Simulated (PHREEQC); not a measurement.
Solution (25 °C): 0.0011 mol Ag2SO4, 0.00046 mol HBF4 and 0.0012 mol Cu(NO3)2 per kg of water. Closed to the air; pH follows from the charge balance.

All values are PHREEQC results (ion-association model, wateq4f.dat), not measurements.

Each row changes one thing in this solution. This is a speciation only: nothing precipitates in the calculation.

| case | pH | ionic strength (mol/kgw) | Cu+2 (mol/kgw) | HF (mol/kgw) | F- (mol/kgw) | CuF+ (mol/kgw) | SI of Tenorite (CuO) | SI of CuF2:2H2O (CuF2:2H2O) |
|---|---|---|---|---|---|---|---|---|
| as made | 3.11 | 0.00719 | 0.00109 | 0.000883 | 0.000839 | 1.18e-5 | -4.51 | -4.79 |
| HBF4 replaced by CsF at the same molality | 5.36 | 0.00685 | 0.00108 | 2.66e-6 | 0.000449 | (withheld) | -0.00 | -5.33 |
| Ag2SO4 left out | 3.10 | 0.00443 | 0.00119 | 0.000909 | 0.000812 | 1.33e-5 | -4.48 | -4.74 |
| diluted 10-fold with water | 3.84 | 0.000830 | 0.000118 | 3.21e-5 | 0.000151 | 2.86e-7 | -3.93 | -7.10 |
| HBF4 from 0.00046 to 0.000506 mol/kgw | 3.09 | 0.00724 | 0.00109 | 0.000981 | 0.000879 | 1.23e-5 | -4.56 | -4.75 |
| Ag2SO4 from 0.0011 to 0.0055 mol/kgw | 3.17 | (withheld) | 0.000898 | (withheld) | 0.000911 | 8.98e-6 | -4.55 | -4.92 |
| temperature from 25 to 15 °C | 3.09 | (withheld) | 0.00109 | 0.000815 | 0.000871 | 1.12e-5 | -4.94 | -4.85 |
| 0.00062 mol/kgw HF added | 3.04 | 0.00735 | 0.00109 | 0.00123 | 0.000974 | 1.36e-5 | -4.66 | -4.67 |
| 1.9e-05 mol/kgw NaOH added | 3.12 | 0.00720 | 0.00109 | 0.000877 | 0.000846 | 1.19e-5 | -4.49 | -4.79 |

### Question
Some entries are withheld; supply them.

### Answer

- HBF4 replaced by CsF at the same molality, CuF+ (mol/kgw): 6.31e-6
- Ag2SO4 from 0.0011 to 0.0055 mol/kgw, ionic strength (mol/kgw): 0.0184
- Ag2SO4 from 0.0011 to 0.0055 mol/kgw, HF (mol/kgw): 0.000810
- temperature from 25 to 15 °C, ionic strength (mol/kgw): 0.00727

Some of these states are supersaturated (in Brochantite, Antlerite, for instance). Real BF4- forms and hydrolyses slowly; the run takes it at equilibrium.
